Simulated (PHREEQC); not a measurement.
Model water analysis in mg/L, 85 °C, pH 2.47, pe 9.3:

| constituent | mg/L |
|---|---|
| Na | 97.1 |
| K | 676 |
| Ca | 45.8 |
| Mg | 0.595 |
| Cl | 258 |
| S(6) as SO4 | 1120 |
| F | 5.7 |
| Cu(2) | 45.8 |
| Zn | 20.7 |

Valence states are taken as typed.

Equilibrium calculation in PHREEQC: ion-association model, wateq4f.dat.

Precipitation was switched off in this run.

Question: Order these Ca species by the share of Ca that they hold, largest first: CaHSO4+, CaSO4, Ca+2.

Answer: Ca+2 (70 %), CaSO4 (28 %), CaHSO4+ (2.0 %)

The pH is 2.47 and the ionic strength 0.0327 mol/kgw. At this temperature some constants are extrapolated from 25 °C, and those without enthalpy data are left unchanged.
